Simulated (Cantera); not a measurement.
A freely propagating, adiabatic, planar premixed flame of CO : H2 : O2 : N2 = 1 : 0.28 : 0.492 : 1.85 (molar parts), unburnt at 675 K and 0.987 atm; mixture-averaged transport, grid criteria slope 0.08 and curve 0.16, no radiation.

Cantera simulation using GRI-Mech 3.0 (53 species, 325 reactions); the numbers are that mechanism's predictions, not measurements. Burning velocities carry a grid error of a few per cent, more on coarse grids.

Task: Predict: laminar burning velocity; thermal thickness; peak x(O); peak x(HO2); peak x(OH).

Result: 
| Item | Value |
|---|---|
| laminar burning velocity | 402 cm/s |
| thermal thickness | 0.738 mm |
| peak x(O) | 0.0185 |
| peak x(HO2) | 0.000201 |
| peak x(OH) | 0.0105 |
